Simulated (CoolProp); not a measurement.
Ammonia along the isotherm 725 K: Z from the reference equation and from simpler models built on Tc = 405.6 K, pc = 11360 kPa, ω = 0.256; each cubic takes its own stable root.

Computed with CoolProp (reference Helmholtz-energy equation of state, Gao 2020).

| p (kPa) | phase | reference |
|---|---|---|
| 2130 | gas | 0.9935 |
| 4260 | gas | 0.9872 |
| 6390 | gas | 0.9811 |
| 8520 | gas | 0.9752 |
| 10700 | gas | 0.9695 |
| 12800 | supercritical | 0.9642 |
| 14900 | supercritical | 0.9592 |
| 17000 | supercritical | 0.9545 |

Question: How far does each simpler model (Pitzer virial, van der Waals, Soave-Redlich-Kwong, Peng-Robinson) lie from the reference over these 8 states: mean and median of the absolute difference, and the worst?

Answer: 
- Pitzer virial: mean 0.3 %, median 0.3 %, worst +0.3 % at 725 K and 10700 kPa
- van der Waals: mean 2.4 %, median 2.4 %, worst -4.3 % at 725 K and 17000 kPa
- Soave-Redlich-Kwong: mean 1.7 %, median 1.7 %, worst +3.2 % at 725 K and 17000 kPa
- Peng-Robinson: mean 0.3 %, median 0.3 %, worst +0.9 % at 725 K and 17000 kPa
